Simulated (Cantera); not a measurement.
An isothermal, constant-pressure homogeneous reactor starts with CO : O2 : H2O : N2 = 0.004 : 0.047 : 0.0023 : 1 (molar parts), equivalence ratio 0.043, at 1450 K and 1130 Torr.

Cantera simulation using GRI-Mech 3.0 (53 species, 325 reactions); the numbers are that mechanism's predictions, not measurements.

One state of this run: x CO = 0.00204; x O2 = 0.0435; x H2O = 0.00208; x OH = 0.000142; x NO2 = 4.53e-10; x NO = 9.03e-8; x O = 0.000450. x: mole fraction; the columns are a selection and need not sum to one.

### Question
Which value of t (s) does it belong to?
A) 3.00e-6
B) 0.139
C) 0.533
D) 0.00248

### Answer
D, 0.00248
